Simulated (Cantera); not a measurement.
A freely propagating, adiabatic, planar premixed flame of H₂ : O₂ : N₂ = 1 : 0.521 : 1.96 (molar parts), unburnt at 450 K and 1.70 bar; mixture-averaged transport, grid criteria slope 0.08 and curve 0.16, no radiation.

Detailed kinetics in Cantera: the H2/O2 subset of GRI-Mech 3.0, which has no nitrogen chemistry. Burning velocities carry a grid error of a few per cent, more on coarse grids.

Q: Predict: laminar burning velocity; thermal thickness; peak x(O); peak x(OH); peak x(H); peak x(H₂O₂).

A: 
| Quantity | Result |
|---|---|
| laminar burning velocity | 427 cm/s |
| thermal thickness | 0.207 mm |
| peak x(O) | 0.0106 |
| peak x(OH) | 0.0166 |
| peak x(H) | 0.0395 |
| peak x(H₂O₂) | 7.04e-5 |
